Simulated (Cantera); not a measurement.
## Equilibrium for silicon epitaxy and polysilicon growth: SiCl4 + HCl + H2 + Cl2

Feed: 1 mol SiCl4, 0.03 mol HCl, a varied amount of H2, 0.23 mol Cl2, equilibrated at 975 °C and 0.650 bar.

Equilibrium computed with Cantera from the NASA thermochemical tables; the gas is ideal and each condensed phase is pure. Candidate condensed phases: Si; 19 gas species. The tables' values for SiCl3 are old estimates; treat these amounts as uncertain. Kinetics and transport are ignored.

| n(H2) (mol) | x H2 | x HCl | x SiCl4 | x SiHCl3 | x SiCl2 | x SiCl3 | x SiH2Cl2 | x SiH3Cl | n Si(s) |
|---|---|---|---|---|---|---|---|---|---|
| 39 | 0.939 | 0.0379 | 0.00861 | 0.00753 | 0.00383 | 0.00214 | 0.000895 | 2.95e-5 | 0.0664 |
| 60 | 0.955 | 0.0320 | 0.00425 | 0.00447 | 0.00269 | 0.00126 | 0.000639 | 2.53e-5 | 0.178 |
| 81 | 0.963 | 0.0280 | 0.00245 | 0.00297 | 0.00204 | 0.000833 | 0.000489 | 2.24e-5 | 0.272 |
| 100 | 0.968 | 0.0252 | 0.00160 | 0.00217 | 0.00165 | 0.000606 | 0.000398 | 2.03e-5 | 0.344 |
| 120 | 0.972 | 0.0229 | 0.00108 | 0.00162 | 0.00136 | 0.000451 | 0.000328 | 1.85e-5 | 0.409 |
| 140 | 0.975 | 0.0210 | 0.000758 | 0.00124 | 0.00114 | 0.000346 | 0.000276 | 1.70e-5 | 0.465 |
| 160 | 0.978 | 0.0194 | 0.000547 | 0.000972 | 0.000966 | 0.000271 | 0.000235 | 1.57e-5 | 0.513 |
| 190 | 0.980 | 0.0174 | 0.000351 | 0.000697 | 0.000773 | 0.000194 | 0.000188 | 1.41e-5 | 0.574 |
| 210 | 0.982 | 0.0162 | 0.000267 | 0.000569 | 0.000674 | 0.000158 | 0.000165 | 1.32e-5 | 0.609 |
| 230 | 0.983 | 0.0152 | 0.000206 | 0.000469 | 0.000593 | 0.000130 | 0.000145 | 1.24e-5 | 0.639 |
| 250 | 0.984 | 0.0143 | 0.000162 | 0.000391 | 0.000525 | 0.000109 | 0.000129 | 1.17e-5 | 0.665 |
x: gas mole fraction; n: condensed amount in mol.

From 39 mol H2 to 250 mol H2 the condensed part is Si(s). The main Si-bearing gas is SiCl4 at 39 mol H2 and SiCl2 at 250 mol H2. The share of Si in condensed phases is highest at 250 mol H2 (66.5 %) and lowest at 39 mol H2 (6.6 %).
